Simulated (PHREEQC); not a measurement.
Make-up at 91 °C: 37 mmol/kgw CsOH, 0.0063 mmol/kgw H4SiO4, 1 mmol/kgw Na2CO3 and 28 mmol/kgw HNO3. Closed to the air; pH follows from the charge balance.

Model: ion-association model, wateq4f.dat, run in PHREEQC.

This is a speciation only: nothing precipitates in the calculation.

Question: Order these Si species by the share of Si that they hold, largest first: H3SiO4-, H2SiO4-2, H4SiO4.

Answer: H3SiO4- (91 %), H4SiO4 (5.4 %), H2SiO4-2 (3.9 %)

The pH is 10.29 and the ionic strength 0.0395 mol/kgw. Away from 25 °C the constants follow the database's enthalpies or fits; those with neither stay at their 25 °C values.
